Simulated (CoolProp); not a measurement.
Vapour-liquid equilibrium of p-xylene (1) + n-nonane (2) at 177.05 °C; x and y are mole fractions of (1).

Computed with CoolProp (multi-fluid Helmholtz-energy mixture model, Zhou 2012 and Lemmon 2006; pair parameters Bell 2016).

### Question
Give the bubble pressure and the first vapour's composition at x = 0.25, 0.45, 0.95. Is there an azeotrope?

### Answer
x = 0.25: 0.2114 MPa, y = 0.304; x = 0.45: 0.2241 MPa, y = 0.512; x = 0.95: 0.2546 MPa, y = 0.960. No azeotrope shows between x = 0.05 and 0.95.

The pair parameters rest on a limited set of measurements; away from them the model extrapolates.
